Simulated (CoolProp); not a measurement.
Model: reference Helmholtz-energy equation of state, Gao 2022, in CoolProp.

**Question.** For n-perfluoropentane, give the phase and the Z, cp (kJ/(kg K)), cv (kJ/(kg K)), expansivity (1/kK) at 329.5 K and 5.43 MPa.

**Answer.** 
- 329.5 K and 5.43 MPa: liquid; Z 0.372, cp 1.09, cv 0.868, expansivity 2.14
